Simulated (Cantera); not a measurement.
An adiabatic, constant-pressure homogeneous reactor starts with 9.28 % CO, 16.7 % H2, 12.6 % O2, 49.4 % N2, 12.1 % H2O, equivalence ratio 1.0, at 1425 K and 19.0 bar.

Computed with Cantera and GRI-Mech 3.0 (53 species, 325 reactions). The hydrogen kinetics of GRI-Mech 3.0 are dated; newer H2 mechanisms differ, most at raised pressure. The pressure lies above the range GRI-Mech 3.0 was tuned for (to about 10 atm).

**Question.** Predict: time of steepest temperature rise; temperature at 0.500 s; equilibrium temperature; x(CO) at 0.500 s; x(H2) at 0.500 s; x(O2) at 0.500 s; x(N2O) at 0.500 s; x(HO2) at 0.500 s; x(H2O) at 0.500 s; x(NO2) at 0.500 s.

**Answer.** 
```json
{
  "time_of_steepest_temperature_rise": "5.68 µs",
  "temperature at 0.500 s": "2824 K",
  "equilibrium_temperature": "2824 K",
  "x(CO) at 0.500 s": "0.0282 (gas-phase equilibrium 0.0282)",
  "x(H2) at 0.500 s": "0.0158 (gas-phase equilibrium 0.0158)",
  "x(O2) at 0.500 s": "0.0107 (gas-phase equilibrium 0.0107)",
  "x(N2O) at 0.500 s": "1.47e-6 (gas-phase equilibrium 1.47e-6)",
  "x(HO2) at 0.500 s": "1.17e-5 (gas-phase equilibrium 1.17e-5)",
  "x(H2O) at 0.500 s": "0.297 (gas-phase equilibrium 0.297)",
  "x(NO2) at 0.500 s": "4.67e-6 (gas-phase equilibrium 4.67e-6)"
}
```
